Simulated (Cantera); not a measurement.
A Cantera script and its output.

```python
import numpy as np
import cantera as ct

gas = ct.Solution("gri30.yaml")


def delay(T, t_max=10):
    gas.TPX = T, 1100000, {'CO': 1, 'H2': 0.35, 'CH4': 0.11, 'O2': 1.01, 'N2': 6.23}
    reactor = ct.IdealGasReactor(gas, clone=False)
    net = ct.ReactorNet([reactor])
    net.rtol, net.atol = 1e-8, 1e-16
    while net.time < t_max:
        t_old, T_old = net.time, reactor.T
        net.step()
        if reactor.T > T + 400:  # ignition: a rise of 400 K
            return t_old + (T + 400 - T_old) / (reactor.T - T_old) * (net.time - t_old)
    return np.nan


taus = []
for T in [1275, 1375, 1475, 1575, 1675, 1775, 1875, 1975, 2075, 2175]:
    taus.append(delay(T))
    print(f"T0 = {T:6g} K   tau = {taus[-1]:.4e} s")
```

Result:

```
T0 =   1275 K   tau = 3.5846e-05 s
T0 =   1375 K   tau = 1.3638e-05 s
T0 =   1475 K   tau = 7.0089e-06 s
T0 =   1575 K   tau = 4.3658e-06 s
T0 =   1675 K   tau = 3.0739e-06 s
T0 =   1775 K   tau = 2.3629e-06 s
T0 =   1875 K   tau = 1.9368e-06 s
T0 =   1975 K   tau = 1.6686e-06 s
T0 =   2075 K   tau = 1.5008e-06 s
T0 =   2175 K   tau = 1.4046e-06 s
```

Detailed kinetics in Cantera: GRI-Mech 3.0 (53 species, 325 reactions). Where the delays flatten at high temperature, the 400 K rule measures the pace of heat release, not the induction time.
